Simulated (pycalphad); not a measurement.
Phase fractions of Si-72.3Al-4.2Fe (at.%)

Source of the numbers: pycalphad with the COST 507 light-alloy database (1999); pressure 1 atm. These are 1990s assessments: newer ones move some temperatures and phases. Amounts are mole fractions of atoms.

| T (K) | liquid | ALFESI_DELTA | diamond (Si) | fcc | ALFESI_BETA |
|---|---|---|---|---|---|
| 1125 | 1.000 | - | - | - | - |
| 1050 | 0.992 | 0.008 | - | - | - |
| 975 | 0.800 | 0.190 | 0.011 | - | - |
| 900 | … | … | … | - | - |
| 825 | - | - | 0.187 | 0.534 | 0.280 |
| 750 | - | - | … | … | 0.280 |
| 675 | - | - | 0.192 | 0.528 | 0.280 |
| 600 | - | - | 0.193 | 0.527 | 0.280 |
| 525 | - | - | 0.193 | 0.527 | 0.280 |

Some entries are withheld; supply them.


- 900, liquid: 0.700
- 900, ALFESI_DELTA: 0.248
- 900, diamond (Si): 0.052
- 750, diamond (Si): 0.190
- 750, fcc: 0.530

Database names, with the compositions (at.%) that they take in these runs: ALFESI_DELTA: Al 55 Si 30 Fe 15; ALFESI_BETA: Al 70 Si 15 Fe 15.
